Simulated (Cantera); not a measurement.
Dilute partial oxidation

An isothermal, constant-pressure homogeneous reactor starts with 0.644 % CH₃OH, 0.258 % O₂, 99.1 % N₂, equivalence ratio 3.8, at 1623 K and 15.0 bar.

Cantera simulation using GRI-Mech 3.0 (53 species, 325 reactions); the numbers are that mechanism's predictions, not measurements. GRI-Mech 3.0 was tuned for natural gas; its chemistry of methanol as a main component is partial and can be far from experiment. The pressure lies above the range GRI-Mech 3.0 was tuned for (to about 10 atm).

```csv
t (s),x CH₃OH,x O₂,x H₂,x NO,x CH₂CO,x C₂H₆,x H₂O
1.00e-5,0.00435,0.00230,0.00208,2.40e-8,7.61e-7,3.38e-7,0.000382
3.51e-5,1.58e-7,0.00116,0.00969,1.23e-7,3.74e-7,1.95e-8,0.00266
0.000123,7.70e-9,7.90e-7,0.00795,7.78e-7,1.97e-8,1.29e-9,0.00463
0.000433,3.65e-9,2.29e-8,0.00816,7.68e-7,1.36e-8,1.71e-9,0.00455
0.00152,8.76e-10,4.66e-9,0.00821,6.75e-7,2.47e-9,3.39e-10,0.00452
0.00534,2.83e-10,1.33e-9,0.00823,5.91e-7,4.55e-10,6.51e-11,0.00450
0.0187,2.39e-10,8.58e-11,0.00828,4.36e-7,3.64e-10,5.20e-11,0.00445
0.0658,2.26e-10,1.33e-12,0.00838,1.56e-7,3.47e-10,4.98e-11,0.00435
0.231,2.11e-10,1.26e-12,0.00849,1.34e-8,3.25e-10,4.59e-11,0.00424
0.811,1.88e-10,1.25e-12,0.00850,1.10e-8,2.92e-10,3.69e-11,0.00423
2.85,1.30e-10,1.25e-12,0.00851,1.37e-8,2.00e-10,1.79e-11,0.00423
10.0,3.78e-11,1.24e-12,0.00852,1.77e-8,5.31e-11,1.53e-12,0.00422
```
x: mole fraction; the columns are a selection and need not sum to one.

Equilibrium at this temperature and pressure: CH₃OH <1e-12, O₂ 1.24e-12, H₂ 0.00853, NO 5.82e-9, CH₂CO <1e-12, C₂H₆ <1e-12, H₂O 0.00422 (gas phase only).
